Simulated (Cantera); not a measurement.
Feed: 1 mol SiC, 0.0027 mol O2, 1.5 mol N2, held at 1275 °C and 4.50 bar.

Equilibrium computed with Cantera from the NASA thermochemical tables; the gas is ideal and each condensed phase is pure. Candidate condensed phases: C, Si, SiC, SiO2, Si2N2O, Si3N4; 34 gas species. Mutual solubility and eutectic melting of coexisting phases are not modelled. The numbers say what is thermodynamically allowed, not how fast it happens.

Base state: N2 1.000, CO 7.35e-5 (mole fractions); condensed: C(graphite) + Si2N2O(s) + Si3N4(s).

What changes in the equilibrium state with this change: SiC replaced by Si3N4?


```csv
species,before,after
N2,1.000,1.00
CO,7.35e-5,0
"C(graphite), mol",1.000,0
"Si2N2O(s), mol",0.00534,0.00540
"Si3N4(s), mol",0.330,0.996
```
